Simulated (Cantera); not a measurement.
Cantera with NASA thermochemical tables; ideal gases at 1 bar, condensed phases pure. Values are per mole of reaction as written; species without (g) are pure solids or liquids, kept so even where they would boil at 1 bar.

2 AlCl3(g) → Al2Cl6(g), with ΔH° = -126.5 kJ and ΔS° = -153.8 J/K at 300 K.

**Question.** How far is the shortcut ΔG° ≈ ΔH°(300 K) − T·ΔS°(300 K) from the full temperature-dependent value at 1400, 1425, 1450, 1475, 1500, 1525, 1550, 1575, 1600, 1625, 1650 K?

**Answer.** 
| T (K) | shortcut (kJ) | full (kJ) | difference (kJ) | difference in log10 K |
|---|---|---|---|---|
| 1400 | 88.8 | 71.7 | 17.1 | -0.64 |
| 1425 | 92.7 | 74.9 | 17.8 | -0.65 |
| 1450 | 96.5 | 78.1 | 18.4 | -0.66 |
| 1475 | 100.4 | 81.3 | 19.0 | -0.67 |
| 1500 | 104.2 | 84.5 | 19.7 | -0.69 |
| 1525 | 108.1 | 87.7 | 20.4 | -0.70 |
| 1550 | 111.9 | 90.9 | 21.0 | -0.71 |
| 1575 | 115.8 | 94.1 | 21.7 | -0.72 |
| 1600 | 119.6 | 97.2 | 22.4 | -0.73 |
| 1625 | 123.5 | 100.4 | 23.1 | -0.74 |
| 1650 | 127.3 | 103.5 | 23.8 | -0.75 |
The shortcut ignores the heat-capacity change of the reaction.
